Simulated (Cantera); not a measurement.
**Gas activation for diamond growth**

A perfectly stirred reactor is fed with CH₄ : H₂ : CO₂ = 0.012 : 1 : 0.027 (molar parts), at 100.0 Torr; it is held at 1725 K, and followed from long to short residence time.

Model: GRI-Mech 3.0 (53 species, 325 reactions), integrated in Cantera.

| τ (s) | x CH₄ | x H₂ | x CO₂ | x CO | x CH₃ | x C₂H | x O |
|---|---|---|---|---|---|---|---|
| 10 | 0.00275 | 0.943 | 0.000257 | 0.0287 | 2.92e-5 | 8.64e-9 | 2.57e-10 |
| 3.6 | 0.00399 | 0.941 | 0.000376 | 0.0269 | 4.20e-5 | 9.57e-9 | 2.74e-10 |
| 1.2 | 0.00579 | 0.940 | 0.000735 | 0.0256 | 6.06e-5 | 8.20e-9 | 2.79e-10 |
| 0.41 | 0.00785 | 0.940 | 0.00173 | 0.0243 | 8.10e-5 | 5.40e-9 | 2.71e-10 |
| 0.14 | 0.00965 | 0.941 | 0.00431 | 0.0217 | 9.72e-5 | 2.66e-9 | 2.42e-10 |
| 0.047 | 0.0108 | 0.946 | 0.00982 | 0.0162 | 0.000103 | 9.38e-10 | 1.79e-10 |
| 0.016 | 0.0113 | 0.954 | 0.0174 | 0.00857 | 9.31e-5 | 2.15e-10 | 9.35e-11 |
| 0.0055 | 0.0115 | 0.960 | 0.0233 | 0.00271 | 6.48e-5 | 1.96e-11 | 2.90e-11 |
x: mole fraction; the columns are a selection and need not sum to one.
